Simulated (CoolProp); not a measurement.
Vapour-liquid equilibrium of R152A (1) + isobutene (2) at 1.1 MPa; x and y are mole fractions of (1).

Values from CoolProp's multi-fluid Helmholtz-energy mixture model, Outcalt 1996 and Lemmon 2005; pair parameters Bell 2016.

```
x      bubble temperature (°C)  y at the bubble point  dew temperature at overall composition x (°C)  liquid density (mol/L)
-----  -----------------------  ---------------------  ---------------------------------------------  ----------------------
0.05                      70.0                  0.125                                           73.0                   9.413
0.125                     64.2                  0.268                                           70.0                   9.662
0.2                       59.9                  0.373                                           67.0                   9.887
0.275                     56.6                  0.454                                           63.9                   10.10
0.35                      54.1                  0.519                                           60.8                   10.31
0.425                     52.2                  0.575                                           57.8                   10.52
0.5                       50.6                  0.625                                           54.8                   10.75
0.575                     49.4                  0.673                                           52.2                   10.99
0.65                      48.4                  0.719                                           49.9                   11.24
0.725                     47.7                  0.767                                           48.3                   11.52
0.8                       47.2                  0.819                                           47.3                   11.81
0.875                     47.0                  0.878                                           47.0                   12.13
0.95                      47.0                  0.947                                           47.0                   12.46
```

y crosses x between x = 0.875 and 0.95: the model has an azeotrope there.

Pair parameters are fitted to limited data, so mixtures are less certain than the pure fluids.
